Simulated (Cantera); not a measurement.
An adiabatic, constant-pressure homogeneous reactor starts with CH₄ : O₂ : N₂ = 0.37 : 5.56 : 29.4 (molar parts), at 1250 K and 1.00 bar.

Cantera simulation using GRI-Mech 3.0 (53 species, 325 reactions); the numbers are that mechanism's predictions, not measurements.

### Question
Predict: time of steepest temperature rise; temperature at 0.200 s; equilibrium temperature; x(O₂) at 0.200 s; x(HO₂) at 0.200 s; x(H₂O₂) at 0.200 s; x(CO) at 0.200 s.

### Answer
| Property | Value |
|---|---|
| time of steepest temperature rise | 11.9 ms |
| temperature at 0.200 s | 1490 K |
| equilibrium temperature | 1487 K |
| x(O₂) at 0.200 s | 0.136 (gas-phase equilibrium 0.136) |
| x(HO₂) at 0.200 s | 5.96e-8 (gas-phase equilibrium 5.84e-8) |
| x(H₂O₂) at 0.200 s | 1.51e-9 (gas-phase equilibrium 1.49e-9) |
| x(CO) at 0.200 s | 1.19e-7 (gas-phase equilibrium 1.15e-7) |
